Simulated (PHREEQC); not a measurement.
Consider water at 25 °C with 29 mmol/kgw HCl, 7.4 mmol/kgw ZnSO4 and 0.19 mmol/kgw MnSO4. It is in equilibrium with CO2 at log p = -3.4 (atm). Otherwise closed; pH follows from the charge balance.

Computed with PHREEQC (ion-association model, phreeqc.dat).

This is a speciation only: nothing precipitates in the calculation.

Q: Order these Mn species by the share of Mn that they hold, largest first: MnSO4, Mn+2, MnCl+.

A: Mn+2 (85 %), MnSO4 (10 %), MnCl+ (4.8 %)

Q: Order these S species by the share of S that they hold, largest first: MnSO4, SO4-2, Zn(SO4)2-2, HSO4-, ZnSO4.

A: HSO4- (47 %), SO4-2 (39 %), ZnSO4 (12 %), Zn(SO4)2-2 (0.62 %), MnSO4 (0.26 %)

The pH is 1.66 and the ionic strength 0.0478 mol/kgw.
